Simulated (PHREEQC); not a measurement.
# Nickel, zinc or cadmium bath: an equilibrium model

Solution (25 °C): 7 mmol/kgw ZnSO4, 4.6 mmol/kgw NaOH and 0.18 mmol/kgw HCl. Closed to the air; pH follows from the charge balance.

All values are PHREEQC results (ion-association model, wateq4f.dat), not measurements.

```
Property                  Result
----------------  --------------
pH                          8.46
ionic strength    0.0199 mol/kgw
total alkalinity     4.42 meq/kg
```

```json
[
 {"species": "SO4-2", "molality": "0.00546", "activity": "0.00318", "log γ": "-0.234"},
 {"species": "Na+", "molality": "0.00453", "activity": "0.00395", "log γ": "-0.059"},
 {"species": "Zn+2", "molality": "0.00305", "activity": "0.00182", "log γ": "-0.225"},
 {"species": "Zn(OH)2", "molality": "0.00188", "activity": "0.00188", "log γ": "0.002"},
 {"species": "ZnSO4", "molality": "0.00135", "activity": "0.00136", "log γ": "0.002"},
 {"species": "ZnOH+", "molality": "0.000657", "activity": "0.000572", "log γ": "-0.060"},
 {"species": "Cl-", "molality": "0.000177", "activity": "0.000153", "log γ": "-0.062"},
 {"species": "NaSO4-", "molality": "7.19e-5", "activity": "6.30e-5", "log γ": "-0.057"},
 {"species": "Zn(SO4)2-2", "molality": "6.09e-5", "activity": "3.51e-5", "log γ": "-0.240"}
]
```

No solid was allowed to form. The solution is supersaturated, for example in Zn(OH)2-e, Zn4(OH)6SO4, so a real one may precipitate; this is no full list.
